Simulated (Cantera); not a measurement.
# Reactions in the system B-Cl-N-O

Source: NASA polynomial tables (part measured, part estimated), evaluated in Cantera. Values are per mole of reaction as written; species without (g) are pure solids or liquids, kept so even where they would boil at 1 bar. The tables' values for BOCl are old estimates.

Cl(g) + BN + NO2(g) → N2O(g) + BOCl(g)

| T (K) | ΔH° (kJ) | ΔS° (J/K) | ΔG° (kJ) | log10 K |
|---|---|---|---|---|
| 300 | -139.3 | 37.3 | -150.5 | 26.20 |
| 1000 | -141.0 | 35.8 | -176.8 | 9.23 |
| 1025 | -141.2 | 35.6 | -177.7 | 9.05 |
| 1050 | -141.3 | 35.5 | -178.6 | 8.88 |
| 1075 | -141.5 | 35.3 | -179.5 | 8.72 |
| 1100 | -141.7 | 35.2 | -180.3 | 8.56 |

2 N(g) + B2O2(g) → 2 B + 2 NO(g)

| T (K) | ΔH° (kJ) | ΔS° (J/K) | ΔG° (kJ) | log10 K |
|---|---|---|---|---|
| 300 | -306.8 | -116.2 | -272.0 | 47.35 |
| 1000 | -311.9 | -126.8 | -185.1 | 9.67 |
| 1025 | -312.0 | -126.9 | -181.9 | 9.27 |
| 1050 | -312.0 | -126.9 | -178.8 | 8.89 |
| 1075 | -312.0 | -126.9 | -175.6 | 8.53 |
| 1100 | -312.0 | -126.9 | -172.4 | 8.19 |
